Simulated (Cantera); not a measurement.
What does this Cantera script print?

```python
import numpy as np
import cantera as ct

gas_names = [...]  # 109 gases of nasa_gas.yaml made of C, Cl, H, Si
cond_names = """
    C(gr) C6H6(L) C7H8(L) C8H18(L),n-octa Si(cr) Si(L) SiC(b)
""".split()


# ... load() reads the species with a 1 bar reference pressure and builds the phases ...
atoms = {
    'SiCl4': {'Si': 1, 'CL': 4},
    'C2H2': {'C': 2, 'H': 2},
    'H2': {'H': 2},
}
top_T = {'C(gr)': 4500, 'SiC(b)': 3050}  # K; cautious upper limits of use, not melting points


# ... equilibrate(T, P, feed) seeds the gas with the atoms and calls Mixture.equilibrate('TP', solver="vcs", rtol=1e-11, max_steps=5000) ...
results = []
feed = {'SiCl4': 1, 'C2H2': 0.12, 'H2': 280}  # mol
P = 75000  # Pa
for T in [1300, 1375, 1450, 1525, 1600, 1675, 1750]:
    mix = equilibrate(T, P, feed)
    results.append((T, P, feed, dict(zip(mix.species_names, mix.species_moles))))

top = {s: max(r[3][s] / sum(r[3][g] for g in gas_names) for r in results) for s in gas_names}
cols = sorted((s for s in top if top[s] > 1e-06), key=lambda s: -top[s])[:6]
seen = [c for c in cond_names if any(r[3].get(c, 0) > 1e-12 for r in results)]
print("log10 of partial pressures in bar; condensed amounts in mol")
print(f"{'T/K':>10s}" + "".join(f"{s[:9]:>10s}" for s in cols + seen))
for T, P, feed, n in results:
    ng = sum(n[g] for g in gas_names)
    print(f"{T:10.4g}" + "".join(f"{np.log10(max(n[s] / ng * P / 1e5, 1e-99)):10.3f}" for s in cols)
          + "".join(f"{n.get(c, 0):10.4g}" for c in seen))
```

Result:

```
log10 of partial pressures in bar; condensed amounts in mol
       T/K        H2       HCL     SiCL2         H    SiHCL3   SiH2CL2    Si(cr)     Si(L)    SiC(b)
      1300    -0.131    -2.028    -3.499    -6.022    -4.005    -4.300    0.5621         0    0.2352
      1375    -0.131    -2.016    -3.441    -5.531    -4.433    -4.572      0.59         0    0.2356
      1450    -0.131    -2.013    -3.405    -5.090    -4.837    -4.830    0.5963         0     0.236
      1525    -0.131    -2.012    -3.378    -4.691    -5.209    -5.068    0.5946         0    0.2362
      1600    -0.131    -2.013    -3.357    -4.330    -5.549    -5.285    0.5896         0    0.2365
      1675    -0.131    -2.014    -3.339    -4.001    -5.859    -5.482    0.5825         0    0.2366
      1750    -0.131    -2.011    -3.369    -3.699    -6.182    -5.708         0    0.5919    0.2364
```

Equilibrium computed with Cantera from the NASA thermochemical tables; the gas is ideal and each condensed phase is pure. Mutual solubility and eutectic melting of coexisting phases are not modelled. The tables' values for SiCl3 are old estimates; treat these amounts as uncertain. Gases not in the tables: Si2H6 and higher silanes.
